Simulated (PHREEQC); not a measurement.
Solution (25 °C): 0.023 mol NH3 per kg of water. Closed to the air; pH follows from the charge balance.

All values are PHREEQC results (ion-association model, phreeqc.dat), not measurements.

- pH = 10.79
- ionic strength = 0.000649 mol/kgw
- specific conductance = 173 µS/cm
- total alkalinity = 23.0 meq/kg

```csv
species,molality,activity,log γ
NH3,0.0223,0.0223,0.000
OH-,0.000649,0.000630,-0.013
NH4+,0.000649,0.000630,-0.013
```

This is a speciation only: nothing precipitates in the calculation. Species that the database lacks are ignored.
